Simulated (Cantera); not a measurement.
## Thermodynamics of calcination and drying, feed MgCO₃ + H₂O

Charge: 1 mol MgCO₃, 0.17 mol H₂O, at 13300 Pa.

Method: chemical equilibrium by Gibbs-energy minimisation in Cantera with the NASA 1993 tables (ideal gas, pure condensed phases). Candidate condensed phases: C, C₆H₆, C₇H₈, C₈H₁₈, H₂O, Mg, MgCO₃, MgO, Mg(OH)₂; 116 gas species. Kinetics and transport are ignored.

From 1175 °C to 1875 °C the condensed part is MgO(s). The main Mg-bearing gas is Mg(OH)₂ throughout.

```csv
T (°C),x CO₂,x H₂O,x CO,x O₂,x OH,x H₂,x O,n MgO(s)
1175,0.854,0.145,0.000368,0.000193,1.70e-5,2.64e-5,7.42e-8,1.00
1275,0.853,0.145,0.00101,0.000521,5.22e-5,6.14e-5,4.77e-7,1.00
1375,0.851,0.145,0.00243,0.00124,0.000140,0.000129,2.45e-6,1.00
1475,0.847,0.144,0.00529,0.00268,0.000334,0.000250,1.04e-5,1.000
1575,0.839,0.144,0.0105,0.00530,0.000723,0.000450,3.78e-5,1.000
1675,0.826,0.142,0.0194,0.00970,0.00144,0.000762,0.000120,1.000
1775,0.805,0.140,0.0335,0.0166,0.00267,0.00122,0.000338,1.000
1875,0.775,0.136,0.0543,0.0266,0.00463,0.00187,0.000862,1.000
```
x: gas mole fraction; n: condensed amount in mol.
